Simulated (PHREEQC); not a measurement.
0.92 g of hydrous ferric oxide (600 m²/g; 0.2 weak and 0.005 strong sites per Fe, Dzombak-Morel constants, diffuse double layer) in 1 kg of water with 0.005 mol/kgw of an inert sodium salt, at 25 °C; the pH is set by adding NaOH or the inert anion's acid. O2 is buffered at 0.21 atm. The system is closed to CO2. Nothing may precipitate in this run.

Equilibrium calculation in PHREEQC: ion-association model, wateq4f.dat.

```tsv
pH	surface charge σ (C/m²)	surface potential ψ (mV)
4	0.187	193
4.5	0.134	176
5	…	158
5.5	…	137
6	0.038	114
6.5	0.023	…
7	0.013	…
7.5	0.006	34
8	0.001	6
8.5	…	-22
9	-0.009	-50
9.5	…	…
10	-0.031	-103
```

Task: Fill in the missing entries.

Result: 
- 5, surface charge σ (C/m²): 0.092
- 5.5, surface charge σ (C/m²): 0.060
- 6.5, surface potential ψ (mV): 89
- 7, surface potential ψ (mV): 62
- 8.5, surface charge σ (C/m²): -0.004
- 9.5, surface charge σ (C/m²): -0.018
- 9.5, surface potential ψ (mV): -77
